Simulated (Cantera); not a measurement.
An isothermal, constant-pressure homogeneous reactor starts with H₂ : O₂ = 0.11 : 1 (molar parts), at 1025 K and 20.0 Torr.

Computed with Cantera and the H2/O2 subset of GRI-Mech 3.0, which has no nitrogen chemistry. Radical loss at walls, strong at low pressure, is not modelled. The temperature is held fixed by assumption; the heat of reaction is taken as removed at once.

x: mole fraction; the columns are a selection and need not sum to one.

```json
[
 {"t (s)": "6.00e-5", "x H₂": "0.0991", "x O₂": "0.901", "x HO₂": "2.04e-10", "x H₂O₂": "<1e-12", "x O": "7.56e-11", "x H₂O": "4.98e-11"},
 {"t (s)": "0.000191", "x H₂": "0.0991", "x O₂": "0.901", "x HO₂": "6.68e-10", "x H₂O₂": "<1e-12", "x O": "7.79e-10", "x H₂O": "1.10e-9"},
 {"t (s)": "0.000605", "x H₂": "0.0991", "x O₂": "0.901", "x HO₂": "4.23e-9", "x H₂O₂": "2.28e-12", "x O": "(withheld)", "x H₂O": "1.15e-7"},
 {"t (s)": "0.00192", "x H₂": "0.0715", "x O₂": "0.885", "x HO₂": "1.30e-5", "x H₂O₂": "4.86e-7", "x O": "(withheld)", "x H₂O": "0.0206"},
 {"t (s)": "0.00610", "x H₂": "0.00136", "x O₂": "0.884", "x HO₂": "1.72e-5", "x H₂O₂": "4.85e-7", "x O": "(withheld)", "x H₂O": "0.0991"},
 {"t (s)": "0.0194", "x H₂": "0.000123", "x O₂": "0.895", "x HO₂": "6.83e-6", "x H₂O₂": "3.52e-7", "x O": "(withheld)", "x H₂O": "0.104"},
 {"t (s)": "0.0615", "x H₂": "1.08e-5", "x O₂": "0.896", "x HO₂": "1.48e-6", "x H₂O₂": "1.74e-7", "x O": "(withheld)", "x H₂O": "0.104"},
 {"t (s)": "0.195", "x H₂": "1.12e-6", "x O₂": "0.896", "x HO₂": "2.70e-7", "x H₂O₂": "6.60e-8", "x O": "(withheld)", "x H₂O": "0.104"},
 {"t (s)": "0.620", "x H₂": "1.61e-7", "x O₂": "0.896", "x HO₂": "5.73e-8", "x H₂O₂": "2.33e-8", "x O": "(withheld)", "x H₂O": "0.104"},
 {"t (s)": "1.97", "x H₂": "3.26e-8", "x O₂": "0.896", "x HO₂": "1.44e-8", "x H₂O₂": "8.08e-9", "x O": "(withheld)", "x H₂O": "0.104"},
 {"t (s)": "6.25", "x H₂": "8.09e-9", "x O₂": "0.896", "x HO₂": "4.13e-9", "x H₂O₂": "2.75e-9", "x O": "(withheld)", "x H₂O": "0.104"},
 {"t (s)": "19.8", "x H₂": "2.23e-9", "x O₂": "0.896", "x HO₂": "1.53e-9", "x H₂O₂": "9.17e-10", "x O": "(withheld)", "x H₂O": "0.104"},
 {"t (s)": "63.0", "x H₂": "6.61e-10", "x O₂": "0.896", "x HO₂": "1.05e-9", "x H₂O₂": "3.04e-10", "x O": "(withheld)", "x H₂O": "0.104"},
 {"t (s)": "200", "x H₂": "2.24e-10", "x O₂": "0.896", "x HO₂": "1.32e-9", "x H₂O₂": "1.10e-10", "x O": "(withheld)", "x H₂O": "0.104"}
]
```

**Question.** Some entries are withheld; supply them.

**Answer.** 
- 0.000605, x O: 5.64e-8
- 0.00192, x O: 0.00839
- 0.00610, x O: 0.00942
- 0.0194, x O: 0.000872
- 0.0615, x O: 8.07e-5
- 0.195, x O: 1.06e-5
- 0.620, x O: 1.97e-6
- 1.97, x O: 4.62e-7
- 6.25, x O: 1.23e-7
- 19.8, x O: 3.52e-8
- 63.0, x O: 1.06e-8
- 200, x O: 3.60e-9
